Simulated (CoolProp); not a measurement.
Model: reference Helmholtz-energy equation of state, Zhou 2012, in CoolProp.

Task: Give the vapour pressure (MPa), vapour density (kg/m³), enthalpy of vaporisation (kJ/kg), liquid viscosity (µPa s) of saturated m-xylene at 304.15 °C.

Result: 
| T (°C) | p (MPa) | vapour density (kg/m³) | enthalpy of vaporisation (kJ/kg) | liquid viscosity (µPa s) |
|---|---|---|---|---|
| 304.15 | 2.15 | 77.9 | 179 | 67.7 |

Viscosity comes from a separate model (Cao 2016).
